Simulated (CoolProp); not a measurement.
Benzene at 338.79 K and 7.94 MPa is throttled through a valve to 2.98 MPa with no heat exchange. Each further row changes one setting.

Model: reference Helmholtz-energy equation of state, Thol 2012, in CoolProp.

```csv
case,temperature change (K),final density (kg/m³)
as stated,___,___
outlet pressure 0.894 MPa,___,___
outlet pressure 3.87 MPa,___,___
```

### Question
Some entries are withheld; supply them.

### Answer

- as stated, temperature change (K): +1.8
- as stated, final density (kg/m³): 831
- outlet pressure 0.894 MPa, temperature change (K): +2.6
- outlet pressure 0.894 MPa, final density (kg/m³): 828
- outlet pressure 3.87 MPa, temperature change (K): +1.5
- outlet pressure 3.87 MPa, final density (kg/m³): 832
